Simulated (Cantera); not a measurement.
What does this Cantera script print?

```python
import numpy as np
import cantera as ct

gas = ct.Solution("gri30.yaml")
gas.TPX = 1798, 101325, {'CH4': 1, 'H2O': 3.4}
inlet = ct.Reservoir(gas, clone=True)

reactor = ct.IdealGasConstPressureReactor(gas, energy="off", clone=False)
exhaust = ct.Reservoir(gas, clone=True)
tau = [12, 1.9, 0.3, 0.047, 0.0075, 0.0012, 0.00019][0]
for a, b in ((inlet, reactor), (reactor, exhaust)):
    ct.MassFlowController(a, b, mdot=lambda t: reactor.mass / tau)
net = ct.ReactorNet([reactor])
show = ['CH4', 'H2O', 'CO2', 'OH', 'C2H', 'CH2CO']

rows = []
print(f"{'tau/s':>10s}{'T/K':>9s}" + "".join(f"{s:>11s}" for s in show))
for tau in [12, 1.9, 0.3, 0.047, 0.0075, 0.0012, 0.00019]:
    net.initial_time = 0.0
    net.advance(30 * tau)
    before = gas.X
    net.advance(40 * tau)
    drift = np.max(np.abs(gas.X - before) / (gas.X + 1e-9))
    rows.append([gas.T, *gas[show].X, drift])
    print(f"{tau:10.3e}{gas.T:9.1f}" + "".join(f"{x:11.3e}" for x in gas[show].X))
```

It prints:

```
     tau/s      T/K        CH4        H2O        CO2         OH        C2H      CH2CO
 1.200e+01   1798.0  2.062e-03  3.545e-01  2.470e-02  1.159e-05  9.172e-10  2.488e-07
 1.900e+00   1798.0  7.175e-03  3.696e-01  2.493e-02  1.227e-05  1.081e-08  2.396e-06
 3.000e-01   1798.0  1.863e-02  4.224e-01  2.430e-02  1.475e-05  6.410e-08  1.489e-05
 4.700e-02   1798.0  3.937e-02  5.298e-01  1.772e-02  2.048e-05  1.883e-07  5.269e-05
 7.500e-03   1798.0  7.701e-02  6.399e-01  5.381e-03  2.740e-05  2.675e-07  9.139e-05
 1.200e-03   1798.0  1.394e-01  7.137e-01  4.223e-04  3.280e-05  1.749e-07  6.781e-05
 1.900e-04   1798.0  2.001e-01  7.597e-01  9.671e-06  3.391e-05  2.630e-08  8.623e-06
```

Detailed kinetics in Cantera: GRI-Mech 3.0 (53 species, 325 reactions).
